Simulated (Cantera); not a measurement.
A freely propagating, adiabatic, planar premixed flame of CO : H2 : CH4 : O2 : N2 = 1 : 1.3 : 0.2 : 1.82 : 8.21 (molar parts), equivalence ratio 0.85, unburnt at 675 K and 1.00 atm; mixture-averaged transport, grid criteria slope 0.08 and curve 0.16, no radiation.

Computed with Cantera and GRI-Mech 3.0 (53 species, 325 reactions). Burning velocities carry a grid error of a few per cent, more on coarse grids.

### Question
How do the results move with these cheaper or finer settings: unity-Lewis-number transport; multicomponent transport; multicomponent+Soret transport; grid criteria slope 0.5, curve 1; grid criteria slope 0.25, curve 0.5; grid criteria slope 0.03, curve 0.06?

### Answer
```json
[
 {"setting": "as above", "laminar burning velocity": "327 cm/s", "thermal thickness": "0.431 mm", "peak x(C2H6)": "1.04e-5", "peak x(CH2O)": "0.000186", "grid points": "149"},
 {"setting": "unity-Lewis-number transport", "laminar burning velocity": "250 cm/s", "thermal thickness": "0.367 mm", "peak x(C2H6)": "7.52e-6", "peak x(CH2O)": "0.000146", "grid points": "134"},
 {"setting": "multicomponent transport", "laminar burning velocity": "325 cm/s", "thermal thickness": "0.429 mm", "peak x(C2H6)": "1.03e-5", "peak x(CH2O)": "0.000185", "grid points": "151"},
 {"setting": "multicomponent+Soret transport", "laminar burning velocity": "312 cm/s", "thermal thickness": "0.428 mm", "peak x(C2H6)": "1.05e-5", "peak x(CH2O)": "0.000183", "grid points": "150"},
 {"setting": "grid criteria slope 0.5, curve 1", "laminar burning velocity": "364 cm/s", "thermal thickness": "0.505 mm", "peak x(C2H6)": "1.10e-5", "peak x(CH2O)": "0.000176", "grid points": "45"},
 {"setting": "grid criteria slope 0.25, curve 0.5", "laminar burning velocity": "345 cm/s", "thermal thickness": "0.464 mm", "peak x(C2H6)": "1.05e-5", "peak x(CH2O)": "0.000182", "grid points": "68"},
 {"setting": "grid criteria slope 0.03, curve 0.06", "laminar burning velocity": "323 cm/s", "thermal thickness": "0.423 mm", "peak x(C2H6)": "1.05e-5", "peak x(CH2O)": "0.000187", "grid points": "350"}
]
```
The base run took very roughly 10 core-seconds.
Unity Lewis numbers drop preferential diffusion, which matters most where H2 and H carry the flame; Soret adds thermal diffusion.
